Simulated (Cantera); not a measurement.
CH3OH + H2 + N2 (carbon deposition, reforming and gasification)

Feed: 1 mol CH3OH, 9.4 mol H2, 14 mol N2, at 4700000 Pa.

Method: chemical equilibrium by Gibbs-energy minimisation in Cantera with the NASA 1993 tables (ideal gas, pure condensed phases). Candidate condensed phases: C, C6H6, C7H8, C8H18, H2O; 136 gas species. The ideal-gas law is rough above about 30 bar. Rates play no part.

| T (K) | x N2 | x H2 | x CO | x H | x CH4 | x H2O | x HCN | x NH3 |
|---|---|---|---|---|---|---|---|---|
| 1500 | 0.536 | 0.421 | 0.0331 | 1.67e-6 | 0.00492 | 0.00489 | 0.000115 | 0.000581 |
| 1650 | 0.533 | 0.427 | 0.0356 | 8.65e-6 | 0.00218 | 0.00239 | 0.000253 | 0.000392 |
| 1800 | 0.531 | 0.429 | 0.0365 | 3.42e-5 | 0.000987 | 0.00141 | 0.000435 | 0.000281 |
| 1950 | 0.531 | 0.430 | 0.0369 | 0.000110 | 0.000434 | 0.00104 | 0.000591 | 0.000211 |
| 2100 | 0.530 | 0.430 | 0.0370 | 0.000298 | 0.000190 | 0.000907 | 0.000678 | 0.000166 |
| 2250 | 0.530 | 0.430 | 0.0370 | 0.000710 | 8.73e-5 | 0.000858 | 0.000715 | 0.000134 |
| 2400 | 0.530 | 0.430 | 0.0370 | 0.00152 | 4.31e-5 | 0.000842 | 0.000728 | 0.000112 |
| 2550 | 0.530 | 0.429 | 0.0370 | 0.00298 | 2.29e-5 | 0.000838 | 0.000730 | 9.48e-5 |
| 2700 | 0.529 | 0.427 | 0.0369 | 0.00542 | 1.30e-5 | 0.000839 | 0.000727 | 8.19e-5 |
| 2850 | 0.528 | 0.424 | 0.0369 | 0.00924 | 7.81e-6 | 0.000841 | 0.000721 | 7.16e-5 |
x: gas mole fraction; nothing condenses.

From 1500 K to 2850 K nothing is condensed. The main C-bearing gas is CO throughout.
